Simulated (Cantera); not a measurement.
Source: NASA polynomial tables (part measured, part estimated), evaluated in Cantera. Values are per mole of reaction as written; species without (g) are pure solids or liquids, kept so even where they would boil at 1 bar. ZrN: taken at fixed stoichiometry.

Task: Between 1023 and 1323 K, where is each reaction favourable under standard conditions?
- 3 N2O(g) + 6 ZrO2 → 6 ZrN + 5 O3(g)

Result: 
- 3 N2O(g) + 6 ZrO2 → 6 ZrN + 5 O3(g): ΔG° is 4392 kJ at 1023 K and 4262 kJ at 1323 K; it stays positive (K < 1). ΔH° is 4832 kJ and ΔS° 431 J/K at 1323 K.
